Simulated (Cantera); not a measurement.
Cantera run:

```python
import numpy as np
import cantera as ct

gas_names = [...]  # 113 gases of nasa_gas.yaml made of C, Cu, H, O
cond_names = """
    C(gr) C6H6(L) C7H8(L) C8H18(L),n-octa Cu(cr) Cu(L) CuO(s) CuO2H2(s) Cu2O(s) Cu2O(L) H2O(s) H2O(L)
""".split()


# ... load() reads the species with a 1 bar reference pressure and builds the phases ...
atoms = {
    'CuO': {'Cu': 1, 'O': 1},
    'CH4': {'C': 1, 'H': 4},
    'CO': {'C': 1, 'O': 1},
}
top_T = {'C(gr)': 4500, 'CuO(s)': 1390}  # K; cautious upper limits of use, not melting points


# ... equilibrate(T, P, feed) seeds the gas with the atoms and calls Mixture.equilibrate('TP', solver="vcs", rtol=1e-11, max_steps=5000) ...
results = []
feed = {'CuO': 1, 'CH4': 0.37, 'CO': 0.013}  # mol
T = 1325  # K
P = 10000  # Pa
mix = equilibrate(T, P, feed)
results.append((T, P, feed, dict(zip(mix.species_names, mix.species_moles))))
print(gas.report(threshold=1e-05))
for i in range(1, mix.n_phases):
    print(f"{mix.phase(i).name:16s} {mix.phase_moles(i):12.5e} mol")
```

Output:

```
       temperature   1325 K
          pressure   10000 Pa
           density   0.018024 kg/m^3
  mean mol. weight   19.857 kg/kmol
   phase of matter   gas

                          1 kg             1 kmol
                     ---------------   ---------------
          enthalpy       -7.1341e+06       -1.4166e+08  J
   internal energy       -7.6889e+06       -1.5268e+08  J
           entropy             13260        2.6331e+05  J/K
    Gibbs function       -2.4704e+07       -4.9054e+08  J
 heat capacity c_p            2102.1             41741  J/K
 heat capacity c_v            1683.4             33426  J/K

                      mass frac. Y      mole frac. X     chem. pot. / RT
                     ---------------   ---------------   ---------------
                CO           0.25986           0.18422           -40.414
               CO2           0.34758           0.15683           -69.471
                H2          0.025867           0.25478           -21.919
               H2O           0.36668           0.40417           -50.976
     [ +109 minor]        9.1914e-06        5.4902e-06

C(gr)             0.00000e+00 mol
Cu(cr)            9.99997e-01 mol
CuO(s)            0.00000e+00 mol
CuO2H2(s)         0.00000e+00 mol
Cu2O(s)           0.00000e+00 mol
```

These are equilibrium values from Cantera (NASA tables, ideal gas, pure condensed phases), not measurements of a reactor.
